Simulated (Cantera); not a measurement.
## Transport properties of process gases

Gas mixture: NH₃ : H₂O = 0.71 : 0.43 (molar parts), at 0.000180 bar, frozen composition.

Cantera's kinetic-theory transport with the Lennard-Jones parameters of GRI-Mech 3.0, ideal gas; thermal conductivity in the mixture-averaged form. Polar gases are described roughly by these parameters. The composition is frozen, though it would react at the higher temperatures.

| T (K) | ρ (kg/m³) | cp (J/kg/K) | μ (µPa s) | λ (mW/m/K) | Pr | D (cm²/s) H₂O | D (cm²/s) NH₃ | D (cm²/s) O |
|---|---|---|---|---|---|---|---|---|
| 400 | 9.42e-5 | 2126 | 13.9 | 41.4 | 0.716 | 1970 | 1970 | 3490 |
| 550 | 6.85e-5 | 2338 | 19.3 | 62.7 | 0.721 | 3800 | 3800 | 6210 |
| 700 | 5.38e-5 | 2547 | 24.6 | 86.6 | 0.724 | 6170 | 6170 | 9510 |
| 850 | 4.43e-5 | 2734 | 29.7 | 112 | 0.725 | 9040 | 9040 | 13300 |
| 1000 | 3.77e-5 | 2918 | 34.6 | 139 | 0.728 | 12400 | 12400 | 17600 |
| 1150 | 3.28e-5 | 3082 | 39.3 | 166 | 0.730 | 16200 | 16200 | 22300 |
| 1300 | 2.90e-5 | 3229 | 43.7 | 193 | 0.732 | 20300 | 20300 | 27500 |
| 1450 | 2.60e-5 | 3361 | 48.0 | 220 | 0.734 | 24900 | 24900 | 33000 |
| 1600 | 2.35e-5 | 3479 | 52.1 | 247 | 0.735 | 29800 | 29800 | 39000 |
D: mixture-averaged diffusion coefficient of that species in the mixture.
